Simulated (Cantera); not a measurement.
Input: 1 mol Si2H6, 0.1 mol Cl2, 170 mol N2, at 1698 K and 30000 Pa.

Method: chemical equilibrium by Gibbs-energy minimisation in Cantera with the NASA 1993 tables (ideal gas, pure condensed phases). Candidate condensed phases: NH4Cl, Si, Si3N4; 28 gas species. The feed counts by its element totals alone. Kinetics and transport are ignored.

**Question.** What is the equilibrium state?

**Answer.** 
```
Quantity                              Value
--------------------------------  ---------
x(N2)                                 0.982
x(H2)                                0.0169
x(HCl)                              0.00115
x(H)                                3.43e-5
x(SiCl2)                            8.29e-6
x(Cl)                               1.81e-6
n(Si3N4(s))                       0.666 mol
gas amount                        171.8 mol
log10 activity of Si(l) (absent)      -1.53
```
